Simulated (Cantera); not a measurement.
Charge: 1 mol Si, 3.5 mol HCl, a varied amount of H2, held at 1500000 Pa.

These are equilibrium values from Cantera (NASA tables, ideal gas, pure condensed phases), not measurements of a reactor. Candidate condensed phases: Si; 19 gas species. The tables' values for SiCl3 are old estimates. Kinetics and transport are ignored.

Stable condensed phases, one row left out:

```
T in K \ n(H2) in mol
         1.3 1.7 2.2 2.8 3.6 4.6 5.9 7.6 9.7
   1723    A   A   A   A   A   A   B   B   B
   1698    A   A   A   A   A   A   B   B   B
   1673    A   A   A   A   A   B   B   B   B
   1648    A   A   A   A   A   B   B   B   B
   1623    A   A   A   A   B   B   B   B   B
   1598    A   A   A   A   B   B   B   B   B
   1573    A   A   A   B   B   B   B   B   B
   1523    B   B   B   B   B   B   B   B   B
```

A: gas only; B: Si.

### Question
Give the row for 1548 K.

### Answer
1.3: gas only; 1.7: Si; 2.2: Si; 2.8: Si; 3.6: Si; 4.6: Si; 5.9: Si; 7.6: Si; 9.7: Si.
